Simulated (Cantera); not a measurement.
## Ignition delay

Mixture: CH4 : H2 : O2 : N2 = 1 : 0.86 : 1.62 : 6.09 (molar parts), equivalence ratio 1.5, at 7500 Torr, adiabatic and at constant volume. Ignition delay is the time to a rise of 400 K.

Model: GRI-Mech 3.0 (53 species, 325 reactions), integrated in Cantera. Below about 1000 K GRI-Mech 3.0 lacks low-temperature oxidation paths. Below about 950 K walls govern HO2 and H2O2 in real vessels.

```tsv
T0 (K)	delay (ms)
925	65.4
1000	9.57
1075	1.72
1150	0.423
1225	0.164
1300	0.0862
1375	0.0512
1450	0.0321
```

```json
{
  "apparent activation energy between 1300 and 1450 K": "100 kJ/mol"
}
```
